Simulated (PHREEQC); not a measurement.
Consider water at 5 °C with 0.0051 mol/kgw K2CO3 and 5.1e-05 mol/kgw H3BO3. Closed to the air; pH follows from the charge balance.

The numbers come from PHREEQC with the ion-association model, phreeqc.dat.

The ionic strength comes out as 0.0148 mol/kgw. What activity coefficients do CO3-2, OH-, H2BO3-, K+, HCO3- get?

CO3-2 0.63, OH- 0.89, H2BO3- 0.89, K+ 0.89, HCO3- 0.89.

Precipitation was switched off in this run. Complexes and solids missing from the database can't appear. Constants without temperature data keep their 25 °C values here.
